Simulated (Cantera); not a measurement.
Feed: 1 mol CuO, 2.7 mol C, 5.3 mol H2, equilibrated at 2425 K and 1 atm.

Method: chemical equilibrium by Gibbs-energy minimisation in Cantera with the NASA 1993 tables (ideal gas, pure condensed phases). Candidate condensed phases: C, C6H6, C7H8, C8H18, Cu, CuO, Cu(OH)2, Cu2O, H2O; 113 gas species. The numbers say what is thermodynamically allowed, not how fast it happens.

Base state: H2 0.729, CO 0.140, Cu 0.108, H 0.0152, C2H2 (acetylene) 0.00569, Cu2 0.00143, CH4 9.17e-5, CH3 3.49e-5 (mole fractions); condensed: C(graphite) + Cu(l).

Q: What changes in the equilibrium state with this change: temperature from 2425 K to 1325 K?

A: 
| species | before | after |
|---|---|---|
| H2 | 0.729 | 0.836 |
| CO | 0.140 | 0.158 |
| CH4 | 9.17e-5 | 0.00475 |
| Cu | 0.108 | 2.77e-7 |
| H | 0.0152 | 1.49e-6 |
| Cu2 | 0.00143 | <1e-9 |
| C4H2 | 1.83e-5 | <1e-9 |
| C2H2 (acetylene) | 0.00569 | 7.11e-7 |
| CO2 | 9.80e-8 | 9.83e-5 |
| H2O | 3.05e-6 | 0.000966 |
| C(graphite), mol | 1.62 | 1.68 |
| Cu(l), mol | 0.209 | 0 |
| Cu(s), mol | 0 | 1.000 |
